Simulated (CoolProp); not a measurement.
Vapour-liquid equilibrium of n-octane (1) + o-xylene (2) at 291 kPa; x and y are mole fractions of (1).

Values from CoolProp's multi-fluid Helmholtz-energy mixture model, Beckmüller 2019 and Zhou 2012; pair parameters Bell 2016.

| x | bubble temperature, mixture model (K) | bubble temperature, Raoult's law (K) | y, mixture model | y, Raoult's law |
|---|---|---|---|---|
| 0.05 | 460.9 | 461.1 | 0.076 | 0.075 |
| 0.15 | 458.1 | 458.6 | 0.214 | 0.214 |
| 0.25 | 455.6 | 456.3 | 0.337 | 0.341 |
| 0.35 | 453.3 | 454.1 | 0.448 | 0.456 |
| 0.45 | 451.2 | 451.9 | 0.549 | 0.561 |
| 0.55 | 449.2 | 449.9 | 0.643 | 0.656 |
| 0.65 | 447.3 | 447.9 | 0.730 | 0.744 |
| 0.75 | 445.6 | 446.0 | 0.812 | 0.825 |
| 0.85 | 443.9 | 444.2 | 0.889 | 0.899 |
| 0.95 | 442.4 | 442.5 | 0.964 | 0.968 |

The largest gap from Raoult's law is -0.8 K in bubble temperature, at x = 0.35. No azeotrope shows between x = 0.05 and 0.95.

Pair parameters are fitted to limited data, so mixtures are less certain than the pure fluids.
